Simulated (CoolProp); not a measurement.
R113 at several states: Z from the reference equation and from simpler models built on Tc = 214.1 °C, pc = 3.392 MPa, ω = 0.253; each cubic takes its own stable root.

Values from CoolProp's reference Helmholtz-energy equation of state, Marx 1992.

```json
[
 {"T (°C)": "56.45", "p (MPa)": "0.877", "phase": "liquid", "reference": "…", "van der Waals": "…", "Redlich-Kwong": "0.04490"},
 {"T (°C)": "66.55", "p (MPa)": "0.403", "phase": "liquid", "reference": "0.01830", "van der Waals": "0.9107", "Redlich-Kwong": "…"},
 {"T (°C)": "31.85", "p (MPa)": "2.45", "phase": "liquid", "reference": "…", "van der Waals": "0.1875", "Redlich-Kwong": "0.1286"},
 {"T (°C)": "-30.15", "p (MPa)": "0.228", "phase": "liquid", "reference": "…", "van der Waals": "0.02053", "Redlich-Kwong": "0.01383"}
]
```

Some entries are withheld; supply them.


- 56.45, reference: 0.04028
- 56.45, van der Waals: 0.06540
- 66.55, Redlich-Kwong: 0.02051
- 31.85, reference: 0.1165
- -30.15, reference: 0.01250

At some of these states van der Waals gives the other phase, because its saturation line lies elsewhere.
